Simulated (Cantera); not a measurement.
Input: 1 mol MgO, 2.1 mol C, 19 mol H2, equilibrated at 1575 K and 133 Pa.

These are equilibrium values from Cantera (NASA tables, ideal gas, pure condensed phases), not measurements of a reactor. Candidate condensed phases: C, C6H6, C7H8, C8H18, H2O, Mg, MgCO3, MgO, Mg(OH)2; 116 gas species. The tables' values for MgH are old estimates; treat these amounts as uncertain. Kinetics and transport are ignored.

What is the equilibrium state?


```
Quantity                             Result
--------------------------------  ---------
x(H2)                                 0.904
x(CO)                                0.0476
x(Mg)                                0.0476
x(H)                                0.00108
x(C2H2 (acetylene))                 1.91e-5
x(MgH)                              1.84e-5
x(CH4)                              1.98e-6
n(C(graphite))                     1.10 mol
gas amount                        21.01 mol
log10 activity of Mg(l) (absent)      -4.85
```
